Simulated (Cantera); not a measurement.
What does this Cantera script print?

```python
import numpy as np
import cantera as ct

gas = ct.Solution("gri30.yaml")
gas.TPX = 1575, 100000, {'C3H8': 1, 'O2': 3.57, 'N2': 13.4}
reactor = ct.IdealGasConstPressureReactor(gas, energy="on", clone=False)
net = ct.ReactorNet([reactor])
net.rtol, net.atol = 1e-08, 1e-16
show = ['C3H8', 'O2', 'NO2', 'CO', 'NO']
times = np.geomspace(2e-06, 0.5, 16)

steps = ct.SolutionArray(gas, extra=["t"])
rows = []
print(f"{'t/s':>10s}{'T/K':>9s}{'P/Pa':>11s}" + "".join(f"{s:>11s}" for s in show))
for t in times:
    while net.time < t:
        t_next = net.step()
        steps.append(gas.state, t=t_next)
    rows.append([np.interp(t, steps.t, y) for y in (steps.T, steps.P, *steps(*show).X.T)])
    print(f"{t:10.3e}{rows[-1][0]:9.1f}{rows[-1][1]:11.4g}" + "".join(f"{x:11.3e}" for x in rows[-1][2:]))
rate = np.gradient(steps.T, steps.t)
print("integrator steps:", len(steps.t))
if steps.T.max() > steps.T[0] + 200:
    print(f"time of steepest temperature rise: {steps.t[rate.argmax()]:.4e} s")
gas.TPX = 1575, 100000, {'C3H8': 1, 'O2': 3.57, 'N2': 13.4}
gas.equilibrate("HP")
print(f"equilibrium (HP): T = {gas.T:.1f} K  " + "  ".join(f"{s} {gas[s].X[0]:.3e}" for s in show))
```

It prints:

```
       t/s      T/K       P/Pa       C3H8         O2        NO2         CO         NO
 2.000e-06   1568.4      1e+05  5.456e-02  1.982e-01  2.627e-16  1.873e-06  3.147e-13
 4.580e-06   1560.9      1e+05  5.253e-02  1.973e-01  1.978e-14  3.162e-05  5.439e-12
 1.049e-05   1553.8      1e+05  4.671e-02  1.942e-01  5.521e-13  3.975e-04  6.074e-11
 2.402e-05   1568.6      1e+05  3.093e-02  1.826e-01  1.160e-11  3.727e-03  4.924e-10
 5.501e-05   2595.8      1e+05  3.409e-35  8.769e-03  7.394e-09  1.074e-01  1.124e-04
 1.260e-04   2683.5      1e+05  3.528e-41  6.589e-03  2.496e-08  1.029e-01  3.387e-04
 2.885e-04   2771.7      1e+05  2.607e-40  5.007e-03  7.796e-08  1.026e-01  8.924e-04
 6.608e-04   2808.9      1e+05  9.778e-40  4.144e-03  1.856e-07  1.025e-01  2.009e-03
 1.513e-03   2807.7      1e+05  1.226e-39  3.859e-03  3.195e-07  1.028e-01  3.526e-03
 3.466e-03   2805.1      1e+05  1.302e-39  3.736e-03  3.903e-07  1.029e-01  4.371e-03
 7.937e-03   2804.8      1e+05  1.310e-39  3.724e-03  3.970e-07  1.030e-01  4.453e-03
 1.818e-02   2804.8      1e+05  1.310e-39  3.724e-03  3.970e-07  1.030e-01  4.453e-03
 4.163e-02   2804.8      1e+05  1.310e-39  3.724e-03  3.970e-07  1.030e-01  4.453e-03
 9.533e-02   2804.8      1e+05  1.310e-39  3.724e-03  3.970e-07  1.030e-01  4.453e-03
 2.183e-01   2804.8      1e+05  1.310e-39  3.724e-03  3.970e-07  1.030e-01  4.453e-03
 5.000e-01   2804.8      1e+05  1.310e-39  3.724e-03  3.970e-07  1.030e-01  4.453e-03
integrator steps: 1675
time of steepest temperature rise: 4.6740e-05 s
equilibrium (HP): T = 2804.8 K  C3H8 2.143e-39  O2 3.724e-03  NO2 3.970e-07  CO 1.030e-01  NO 4.453e-03
```

Computed with Cantera and GRI-Mech 3.0 (53 species, 325 reactions). GRI-Mech 3.0 was tuned for natural gas; its chemistry of propane as a main component is partial and can be far from experiment.
